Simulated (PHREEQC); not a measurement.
## Hard or scaling water (model solution)

A solution holds 0.18 mmol/kgw Ca(HCO3)2, 0.32 mmol/kgw NaHCO3, 0.023 mmol/kgw H4SiO4 and 0.023 mmol/kgw K2CO3, at 25 °C. Closed to the air; pH follows from the charge balance.

All values are PHREEQC results (Pitzer model, pitzer.dat), not measurements.

- pH = 8.72
- ionic strength = 0.000924 mol/kgw
- osmotic coefficient = 0.986
- total alkalinity = 0.726 meq/kg

```tsv
species	molality	activity	log γ
HCO3-	0.000682	0.000662	-0.013
Na+	0.000320	0.000311	-0.012
Ca+2	0.000180	0.000157	-0.060
K+	4.60e-5	4.44e-5	-0.015
H4SiO4	2.13e-5	2.13e-5	0.000
CO3-2	1.85e-5	1.60e-5	-0.062
OH-	5.55e-6	5.35e-6	-0.016
CO2	2.75e-6	2.75e-6	0.000
H3SiO4-	1.72e-6	1.66e-6	-0.015
```

No solid was allowed to form. Complexes and solids missing from the database can't appear.
